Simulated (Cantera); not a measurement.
A closed system holds: 1 mol BCl₃, 0.067 mol O₂, at 552 °C and 23.0 mbar.

Method: chemical equilibrium by Gibbs-energy minimisation in Cantera with the NASA 1993 tables (ideal gas, pure condensed phases). Candidate condensed phases: B, B₂O₃; 18 gas species. Kinetics and transport are ignored.

Base state: BCl₃ 0.829, Cl₂ 0.128, B₃O₃Cl₃ 0.0428, Cl 3.88e-5 (mole fractions); condensed: gas only.

Problem. What changes in the equilibrium state with this change: temperature from 552 °C to 752 °C?

Solution. 
```json
[
 {"species": "BCl₃", "before": "0.829", "after": "0.828"},
 {"species": "Cl₂", "before": "0.128", "after": "0.128"},
 {"species": "B₃O₃Cl₃", "before": "0.0428", "after": "0.0427"},
 {"species": "Cl", "before": "3.88e-5", "after": "0.00132"}
]
```

Problem. What changes in the equilibrium state with this change: BCl₃ replaced by BF₃?

Solution. 
```json
[
 {"species": "BF₃", "before": "0", "after": "0.937"},
 {"species": "O₂", "before": "<1e-9", "after": "0.0628"},
 {"species": "BCl₃", "before": "0.829", "after": "0"},
 {"species": "Cl₂", "before": "0.128", "after": "0"},
 {"species": "B₃O₃Cl₃", "before": "0.0428", "after": "0"},
 {"species": "Cl", "before": "3.88e-5", "after": "0"}
]
```
